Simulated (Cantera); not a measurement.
A diamond (100) surface in a fixed gas of H2 with x(CH4) = 0.017, x(CH3) = 0.0003, at 1025 K, 105 Torr; coverages are run to steady state.

Detailed kinetics in Cantera: the Harris–Goodwin 1993 mechanism for the reconstructed diamond (100) surface.

θ: site fractions in the mechanism's names (c6HH fully hydrogenated, c6H* and c6*H radical sites, c6** diradical, c6HM methylated).

| x(H) | growth (µm/h) | θ c6HH | θ c6H* | θ c6*H | θ c6** | θ c6HM |
|---|---|---|---|---|---|---|
| 0.0001 | ? | 0.381 | 0.0111 | 0.212 | 0.00234 | 0.280 |
| 0.0002 | ? | 0.401 | 0.0128 | 0.245 | 0.00394 | 0.240 |
| 0.00041 | ? | 0.441 | 0.0149 | 0.284 | 0.00598 | 0.181 |
| 0.00082 | ? | 0.484 | 0.0168 | 0.321 | 0.00792 | 0.121 |
| 0.0017 | ? | 0.521 | 0.0184 | 0.352 | 0.00952 | 0.0705 |
| 0.0034 | 22.4 | 0.545 | 0.0195 | 0.370 | 0.0105 | 0.0390 |
| 0.0068 | 23.6 | 0.558 | 0.0202 | 0.381 | 0.0111 | 0.0206 |
| 0.014 | 24.4 | 0.566 | 0.0207 | 0.387 | 0.0115 | 0.0103 |
| 0.028 | 24.8 | 0.570 | 0.0213 | 0.390 | 0.0117 | 0.00525 |

### Question
Some entries are withheld; supply them.

### Answer

- 0.0001, growth (µm/h): 4.71
- 0.0002, growth (µm/h): 8.08
- 0.00041, growth (µm/h): 12.5
- 0.00082, growth (µm/h): 16.7
- 0.0017, growth (µm/h): 20.2
